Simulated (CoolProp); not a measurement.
Properties of R134a along the isobar 310 kPa (Tc = 374.2 K, pc = 4059 kPa, ω = 0.327).

The numbers come from the reference Helmholtz-energy equation of state, Tillner-Roth 1994 in CoolProp.

| T (K) | phase | viscosity (µPa s) | conductivity (mW/(m K)) | fugacity coefficient |
|---|---|---|---|---|
| 336.6 | gas | 13.3 | 16.5 | 0.9605 |
| 345.1 | gas | 13.6 | 17.2 | ? |
| 353.5 | gas | 14.0 | ? | 0.9669 |
| 362 | gas | 14.3 | 18.6 | ? |
| 370.4 | gas | ? | 19.2 | 0.9721 |
| 378.9 | gas | 14.9 | 19.9 | 0.9743 |
| 387.3 | gas | 15.3 | ? | 0.9762 |
| 395.8 | gas | 15.6 | 21.3 | 0.9781 |
| 404.3 | gas | 15.9 | 21.9 | 0.9797 |
| 412.7 | gas | 16.2 | 22.6 | 0.9812 |
| 421.2 | gas | 16.6 | 23.3 | 0.9826 |
| 429.6 | gas | 16.9 | 24.0 | 0.9838 |
| 438.1 | gas | 17.2 | 24.6 | 0.9849 |
| 446.5 | gas | 17.5 | 25.3 | 0.9860 |
| 455 | gas | 17.8 | 26.0 | 0.9870 |

Task: What belongs in the gaps?

Result: 
- 345.1, fugacity coefficient: 0.9639
- 353.5, conductivity (mW/(m K)): 17.9
- 362, fugacity coefficient: 0.9696
- 370.4, viscosity (µPa s): 14.6
- 387.3, conductivity (mW/(m K)): 20.6

Viscosity comes from a separate model (Huber 2003), an estimate that may be off by 10 % or more. Thermal conductivity comes from a separate model (McLinden 2000), an estimate that may be off by 10 % or more.
